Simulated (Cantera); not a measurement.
Input (Python, Cantera):

```python
import numpy as np
import cantera as ct

gas = ct.Solution("gri30.yaml")
gas.TPX = 1198, 500000, {'CH4': 1, 'CO': 1.1, 'O2': 1.5, 'N2': 5.64}
reactor = ct.IdealGasConstPressureReactor(gas, energy="on", clone=False)
net = ct.ReactorNet([reactor])
net.rtol, net.atol = 1e-08, 1e-16
show = ['CH4', 'CO', 'O2', 'H2', 'C2H2', 'NO2', 'NO']
times = np.geomspace(1e-06, 3, 14)

steps = ct.SolutionArray(gas, extra=["t"])
rows = []
print(f"{'t/s':>10s}{'T/K':>9s}{'P/Pa':>11s}" + "".join(f"{s:>11s}" for s in show))
for t in times:
    while net.time < t:
        t_next = net.step()
        steps.append(gas.state, t=t_next)
    rows.append([np.interp(t, steps.t, y) for y in (steps.T, steps.P, *steps(*show).X.T)])
    print(f"{t:10.3e}{rows[-1][0]:9.1f}{rows[-1][1]:11.4g}" + "".join(f"{x:11.3e}" for x in rows[-1][2:]))
rate = np.gradient(steps.T, steps.t)
print("integrator steps:", len(steps.t))
if steps.T.max() > steps.T[0] + 200:
    print(f"time of steepest temperature rise: {steps.t[rate.argmax()]:.4e} s")
gas.TPX = 1198, 500000, {'CH4': 1, 'CO': 1.1, 'O2': 1.5, 'N2': 5.64}
gas.equilibrate("HP")
print(f"equilibrium (HP): T = {gas.T:.1f} K  " + "  ".join(f"{s} {gas[s].X[0]:.3e}" for s in show))
```

Result:

```
       t/s      T/K       P/Pa        CH4         CO         O2         H2       C2H2        NO2         NO
 1.000e-06   1198.0      5e+05  1.082e-01  1.190e-01  1.623e-01  2.122e-10  4.720e-21  1.032e-26  6.303e-20
 3.149e-06   1198.0      5e+05  1.082e-01  1.190e-01  1.623e-01  9.985e-10  5.703e-20  3.996e-25  2.468e-19
 9.919e-06   1198.0      5e+05  1.082e-01  1.190e-01  1.623e-01  4.083e-09  6.419e-19  1.222e-23  8.412e-19
 3.124e-05   1198.0      5e+05  1.082e-01  1.190e-01  1.623e-01  1.922e-08  1.014e-17  2.984e-22  2.852e-18
 9.839e-05   1198.0      5e+05  1.082e-01  1.190e-01  1.623e-01  1.146e-07  7.883e-16  5.458e-21  1.067e-17
 3.099e-04   1198.0      5e+05  1.082e-01  1.190e-01  1.623e-01  8.448e-07  1.623e-13  1.035e-19  5.142e-17
 9.760e-04   1198.3      5e+05  1.082e-01  1.190e-01  1.623e-01  4.936e-06  1.061e-11  2.514e-18  2.781e-16
 3.074e-03   1199.4      5e+05  1.080e-01  1.190e-01  1.622e-01  2.242e-05  2.706e-10  7.570e-17  1.646e-15
 9.681e-03   1205.7      5e+05  1.072e-01  1.188e-01  1.615e-01  1.333e-04  1.123e-08  4.589e-15  1.449e-14
 3.049e-02   2572.8      5e+05  1.329e-11  1.558e-01  8.368e-05  5.889e-02  3.316e-14  1.275e-08  3.464e-04
 9.603e-02   2572.1      5e+05  1.341e-11  1.558e-01  8.297e-05  5.894e-02  3.341e-14  1.627e-08  4.438e-04
 3.024e-01   2572.1      5e+05  1.341e-11  1.558e-01  8.297e-05  5.894e-02  3.341e-14  1.627e-08  4.438e-04
 9.525e-01   2572.1      5e+05  1.341e-11  1.558e-01  8.297e-05  5.894e-02  3.341e-14  1.627e-08  4.438e-04
 3.000e+00   2572.1      5e+05  1.341e-11  1.558e-01  8.297e-05  5.894e-02  3.341e-14  1.627e-08  4.438e-04
integrator steps: 2599
time of steepest temperature rise: 2.7802e-02 s
equilibrium (HP): T = 2572.1 K  CH4 1.507e-11  CO 1.558e-01  O2 8.297e-05  H2 5.894e-02  C2H2 3.611e-14  NO2 1.627e-08  NO 4.438e-04
```

Computed with Cantera and GRI-Mech 3.0 (53 species, 325 reactions).
